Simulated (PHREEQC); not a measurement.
PHREEQC input (Pitzer model, pitzer.dat):

```
SOLUTION 1
  temp 25
  units mol/kgw
  pH 7 charge
  Cl 0.9359
  Na 0.0099
  Mg 0.18
  Sr 0.018
  K 0.27
  Ca 0.13
END
USE solution 1
INCREMENTAL_REACTIONS false
REACTION 1
  H2O -1
  0 9.886 18.011 24.689 30.178 34.689 38.397 41.444
  43.949 46.007 47.699 49.089 50.232 51.172 51.944 52.578 moles
EQUILIBRIUM_PHASES 1
  Bischofite 0 0
  Brucite 0 0
  Carnallite 0 0
  Halite 0 0
  Portlandite 0 0
  Sylvite 0 0
  MgCl2_4H2O 0 0
SELECTED_OUTPUT 1
  -reset false
  -pH true
  -pe true
  -ionic_strength true
  -water true
  -activities H2O
  -totals Ca Cl K Mg Na Sr
  -molalities H+ Na+ K+ Mg+2 Ca+2 Sr+2 Cl- OH- MgOH+
  -equilibrium_phases Bischofite Brucite Carnallite Halite Portlandite Sylvite MgCl2_4H2O
PRINT
  -reset false
END
```

Selected output (columns that matter, 16 of 16 rows; water left (kg) added in front):

```
water left (kg)	pH	mu	Ca	Cl	K	Mg	Na	Sr	m_H+	m_Na+	la_H2O	Carnallite	Halite	Sylvite
1	6.5092	1.2639	0.13	0.9359	0.27	0.18	0.0099	0.018	3.381e-07	0.0099	-0.010984	0	0	0
0.821894	6.4508	1.5378	0.15817	1.1387	0.32851	0.21901	0.012045	0.021901	3.618e-07	0.012045	-0.013588	0	0	0
0.675514	6.3808	1.871	0.19245	1.3855	0.3997	0.26646	0.014656	0.026646	3.9e-07	0.014656	-0.016897	0	0	0
0.555203	6.2962	2.2765	0.23415	1.6857	0.48631	0.32421	0.017831	0.032421	4.246e-07	0.017831	-0.021144	0	0	0
0.456313	6.193	2.7698	0.28489	2.051	0.5917	0.39447	0.021696	0.039447	4.6849e-07	0.021696	-0.026662	0	0	0
0.375043	6.0666	3.37	0.34663	2.4954	0.71992	0.47994	0.026397	0.047994	5.2604e-07	0.026397	-0.033918	0	0	0
0.30824	5.9112	4.1004	0.42175	3.0363	0.87594	0.58396	0.032118	0.058396	6.0403e-07	0.032118	-0.043576	0	0	0
0.253345	5.7208	4.9889	0.51313	3.6942	1.0657	0.71049	0.039077	0.071049	7.1288e-07	0.039077	-0.056576	0	0	0
0.208215	5.4885	6.0702	0.62436	4.4949	1.2967	0.86449	0.047547	0.086449	8.6918e-07	0.047547	-0.07425	0	0	0
0.171138	5.2074	7.3853	0.75962	5.4687	1.5777	1.0518	0.057848	0.10518	1.0996e-06	0.057848	-0.098438	0	0	0
0.140655	4.8717	8.9753	0.92425	6.6434	1.9091	1.2797	0.070385	0.12797	1.4474e-06	0.070385	-0.13148	0	0	0.0014768
0.115613	4.5836	10.079	1.1244	7.2421	1.4824	1.5569	0.085631	0.15569	1.7934e-06	0.085631	-0.15788	0	0	0.098621
0.0950203	4.2193	11.537	1.3681	8.0854	1.0774	1.8943	0.10419	0.18943	2.2984e-06	0.10419	-0.19875	0	0	0.16762
0.0780852	3.7573	13.46	1.6648	9.2597	0.73186	2.3052	0.12678	0.23052	3.0753e-06	0.12678	-0.26219	0	0	0.21285
0.061562	3.3081	15.493	2.1117	10.558	0.5272	2.5309	0.16081	0.29239	4.0369e-06	0.16081	-0.33747	0.024191	0	0.21335
0.0413568	3.1302	16.874	3.1434	11.493	0.51368	1.8028	0.21658	0.43524	4.5578e-06	0.21658	-0.38046	0.10544	0.00094297	0.14331
```
